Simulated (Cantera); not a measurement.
Input: 1 mol S, 3.9 mol O₂, equilibrated at 1050 K.

These are equilibrium values from Cantera (NASA tables, ideal gas, pure condensed phases), not measurements of a reactor. Candidate condensed phases: S; 10 gas species. The ideal-gas law is rough above about 30 bar. Kinetics and transport are ignored.

x: gas mole fraction; nothing condenses.

```json
[
 {"P (Pa)": "10", "x O₂": "0.743", "x SO₃": "0.00227", "x SO₂": "0.254", "x O": "5.77e-8"},
 {"P (Pa)": "120", "x O₂": "0.743", "x SO₃": "?", "x SO₂": "0.250", "x O": "?"},
 {"P (Pa)": "1400", "x O₂": "0.740", "x SO₃": "?", "x SO₂": "0.235", "x O": "?"},
 {"P (Pa)": "17000", "x O₂": "0.734", "x SO₃": "0.0710", "x SO₂": "0.195", "x O": "1.39e-9"},
 {"P (Pa)": "210000", "x O₂": "0.724", "x SO₃": "0.155", "x SO₂": "0.121", "x O": "3.93e-10"},
 {"P (Pa)": "2500000", "x O₂": "0.714", "x SO₃": "0.233", "x SO₂": "0.0534", "x O": "1.13e-10"},
 {"P (Pa)": "30000000", "x O₂": "0.709", "x SO₃": "0.273", "x SO₂": "0.0181", "x O": "3.25e-11"}
]
```

Problem. What belongs in the gaps?

Solution. 
- 120, x SO₃: 0.00770
- 120, x O: 1.66e-8
- 1400, x SO₃: 0.0247
- 1400, x O: 4.86e-9
